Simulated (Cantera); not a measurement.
Feed: 1 mol CCl4, 0.014 mol CH4, held at 627 °C and 750 Torr.

Cantera equilibrium calculation (NASA polynomials, part measured and part estimated; ideal gas, pure solids and liquids). Candidate condensed phases: C, C6H6, C7H8, C8H18; 91 gas species. Gases not in the tables: chlorinated aromatics. The numbers say what is thermodynamically allowed, not how fast it happens.

Base state: Cl2 0.951, HCl 0.0282, CCl4 0.0206, Cl 7.21e-5 (mole fractions); condensed: C(graphite).

Q: What changes in the equilibrium state with this change: CCl4 replaced by CH2F2?

A: 
```tsv
species	before	after
HF	0	0.986
H2	<1e-9	0.0137
CH4	<1e-9	5.85e-5
Cl2	0.951	0
HCl	0.0282	0
CCl4	0.0206	0
Cl	7.21e-5	0
H2F2	0	5.66e-5
C(graphite), mol	0.973	1.01
```
